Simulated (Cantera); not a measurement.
Feed: 1 mol CuO, 1400 mol H₂, equilibrated at 67.0 Pa.

Cantera equilibrium calculation (NASA polynomials, part measured and part estimated; ideal gas, pure solids and liquids). Candidate condensed phases: Cu, CuO, Cu(OH)₂, Cu₂O, H₂O; 12 gas species. Equilibrium is a limit: real reactors are often held back by kinetics, nucleation or transport.

### Question
Which condensed phases are stable at each of these points (T (°C)): 575, 675, 775, 875, 975, 1075, 1175, 1275, 1375, 1475, 1575, 1675, 1775, 1875?

### Answer
```json
[
 {"T (°C)": "575", "condensed phases": "Cu(s)", "Cu condensed (%)": "100.0"},
 {"T (°C)": "675", "condensed phases": "Cu(s)", "Cu condensed (%)": "100.0"},
 {"T (°C)": "775", "condensed phases": "Cu(s)", "Cu condensed (%)": "100.0"},
 {"T (°C)": "875", "condensed phases": "Cu(s)", "Cu condensed (%)": "99.4"},
 {"T (°C)": "975", "condensed phases": "Cu(s)", "Cu condensed (%)": "90.8"},
 {"T (°C)": "1075", "condensed phases": "Cu(s)", "Cu condensed (%)": "2.0"},
 {"T (°C)": "1175", "condensed phases": "gas only", "Cu condensed (%)": "0.0"},
 {"T (°C)": "1275", "condensed phases": "gas only", "Cu condensed (%)": "0.0"},
 {"T (°C)": "1375", "condensed phases": "gas only", "Cu condensed (%)": "0.0"},
 {"T (°C)": "1475", "condensed phases": "gas only", "Cu condensed (%)": "0.0"},
 {"T (°C)": "1575", "condensed phases": "gas only", "Cu condensed (%)": "0.0"},
 {"T (°C)": "1675", "condensed phases": "gas only", "Cu condensed (%)": "0.0"},
 {"T (°C)": "1775", "condensed phases": "gas only", "Cu condensed (%)": "0.0"},
 {"T (°C)": "1875", "condensed phases": "gas only", "Cu condensed (%)": "0.0"}
]
```

From 575 °C to 1075 °C the condensed part is Cu(s). From 1175 °C to 1875 °C nothing is condensed.
